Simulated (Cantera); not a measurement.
Standard-state values (1 bar) from the NASA 1993 polynomials, evaluated with Cantera. Values are per mole of reaction as written; species without (g) are pure solids or liquids, kept so even where they would boil at 1 bar.

SF6(g) → SF4(g) + 2 F(g)

```json
[
 {"T (K)": "1823", "ΔH° (kJ)": "616.0", "ΔS° (J/K)": "333.2", "ΔG° (kJ)": "8.6", "log10 K": "-0.25"},
 {"T (K)": "1923", "ΔH° (kJ)": "?", "ΔS° (J/K)": "?", "ΔG° (kJ)": "?", "log10 K": "?"},
 {"T (K)": "2023", "ΔH° (kJ)": "?", "ΔS° (J/K)": "?", "ΔG° (kJ)": "?", "log10 K": "?"},
 {"T (K)": "2123", "ΔH° (kJ)": "613.9", "ΔS° (J/K)": "332.1", "ΔG° (kJ)": "-91.2", "log10 K": "2.24"},
 {"T (K)": "2223", "ΔH° (kJ)": "?", "ΔS° (J/K)": "?", "ΔG° (kJ)": "?", "log10 K": "?"}
]
```

Question: What belongs in the gaps?

Answer: 
- 1923, ΔH° (kJ): 615.3
- 1923, ΔS° (J/K): 332.8
- 1923, ΔG° (kJ): -24.7
- 1923, log10 K: 0.67
- 2023, ΔH° (kJ): 614.6
- 2023, ΔS° (J/K): 332.4
- 2023, ΔG° (kJ): -57.9
- 2023, log10 K: 1.50
- 2223, ΔH° (kJ): 613.2
- 2223, ΔS° (J/K): 331.8
- 2223, ΔG° (kJ): -124.4
- 2223, log10 K: 2.92
